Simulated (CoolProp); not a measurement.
Saturation properties of R142b.

Computed with CoolProp (reference Helmholtz-energy equation of state, Lemmon 2006). It is a short technical equation, of lower accuracy than the large ones.

```csv
T (K),p (bar),surface tension (mN/m),liquid viscosity (µPa s)
257.2,0.7617,16.8,367
262.6,…,16.1,344
268,1.187,15.3,323
273.4,1.460,14.6,303
278.7,1.772,13.9,285
284.1,2.141,…,268
289.5,2.566,12.5,…
294.9,3.053,11.8,238
300.3,3.607,11.2,225
305.7,4.233,10.5,…
```

Fill in the missing entries.


- 262.6, p (bar): 0.9560
- 284.1, surface tension (mN/m): 13.2
- 289.5, liquid viscosity (µPa s): 253
- 305.7, liquid viscosity (µPa s): 212

It boils at 264.0 K under 1 atm.

Viscosity comes from a separate model (Huber 2003), an estimate that may be off by 10 % or more. Surface tension comes from a separate correlation (Mulero 2012).
